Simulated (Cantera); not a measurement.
A closed system holds: 1 mol FeS₂, 4.3 mol H₂S, 1.5 mol CO₂, equilibrated at 80.0 mbar.

Cantera equilibrium calculation (NASA polynomials, part measured and part estimated; ideal gas, pure solids and liquids). Candidate condensed phases: C, C₆H₆, C₇H₈, C₈H₁₈, Fe, Fe(CO)₅, FeO, Fe(OH)₂, Fe(OH)₃, FeS, FeSO₄, FeS₂, Fe₂O₃, Fe₂(SO₄)₃, Fe₃O₄, H₂O, H₂SO₄, S; 127 gas species. FeS: taken at fixed stoichiometry. Gases not in the tables: S₃ to S₇. Equilibrium is a limit: real reactors are often held back by kinetics, nucleation or transport. All values below are at 1148 K.

Base state: H₂S 0.397, S₂ 0.172, H₂O 0.115, CO 0.102, H₂ 0.101, CO₂ 0.0988, COS 0.0128, CS₂ 0.000393 (mole fractions); condensed: FeS(s).

Task: What changes in the equilibrium state with this change: pressure from 80.0 mbar to 10.0 mbar?

Result: 
```json
[
 {"species": "H₂S", "before": "0.397", "after": "0.276"},
 {"species": "S₂", "before": "0.172", "after": "0.216"},
 {"species": "H₂", "before": "0.101", "after": "0.177"},
 {"species": "COS", "before": "0.0128", "after": "0.00604"},
 {"species": "CO₂", "before": "0.0988", "after": "0.0745"},
 {"species": "CO", "before": "0.102", "after": "0.122"},
 {"species": "H₂O", "before": "0.115", "after": "0.128"},
 {"species": "CS₂", "before": "0.000393", "after": "0.000116"},
 {"species": "SO", "before": "6.23e-6", "after": "1.25e-5"},
 {"species": "FeS(s), mol", "before": "1.00", "after": "1.00"}
]
```
